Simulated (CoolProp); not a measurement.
Aqueous potassium carbonate as a coolant, at 12 °C, 1 atm.

Values from CoolProp's Melinder's fits for secondary coolants.

| mass % | freezing point (°C) | density (kg/m³) | Prandtl number | cp (kJ/(kg K)) | conductivity (W/(m K)) |
|---|---|---|---|---|---|
| 4.1 | -1.3 | ? | 9.07 | 3.941 | 0.581 |
| 7.7 | ? | 1072 | 9.47 | ? | 0.578 |
| 11.3 | -4.2 | 1106 | 10.0 | 3.629 | 0.574 |
| 15 | -5.9 | 1143 | 10.7 | 3.487 | 0.570 |
| 18.6 | -7.9 | ? | 11.6 | ? | ? |
| 22.2 | -10.4 | ? | 12.6 | 3.214 | 0.563 |
| 25.9 | -13.7 | 1257 | 14.0 | 3.080 | 0.560 |
| 29.5 | -17.9 | 1297 | 15.9 | 2.961 | ? |

Q: Fill in the missing entries.

A: 
- 4.1, density (kg/m³): 1038
- 7.7, freezing point (°C): -2.7
- 7.7, cp (kJ/(kg K)): 3.774
- 18.6, density (kg/m³): 1179
- 18.6, cp (kJ/(kg K)): 3.350
- 18.6, conductivity (W/(m K)): 0.567
- 22.2, density (kg/m³): 1217
- 29.5, conductivity (W/(m K)): 0.556
